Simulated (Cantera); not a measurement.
Mixture: CH₄ : O₂ : N₂ = 1 : 2.13 : 8 (molar parts), at 1.60 bar, adiabatic and at constant volume. Ignition delay is the time to a rise of 400 K.

Cantera simulation using GRI-Mech 3.0 (53 species, 325 reactions); the numbers are that mechanism's predictions, not measurements.

### Question
Predict: delay at 1175 K; delay at 1250 K; delay at 1325 K; delay at 1400 K; delay at 1475 K; delay at 1550 K; delay at 1625 K; apparent activation energy between 1475 and 1625 K.

### Answer
```json
{
  "delay at 1175 K": "40.0 ms",
  "delay at 1250 K": "14.1 ms",
  "delay at 1325 K": "5.39 ms",
  "delay at 1400 K": "2.21 ms",
  "delay at 1475 K": "0.976 ms",
  "delay at 1550 K": "0.466 ms",
  "delay at 1625 K": "0.241 ms",
  "apparent activation energy between 1475 and 1625 K": "190 kJ/mol"
}
```
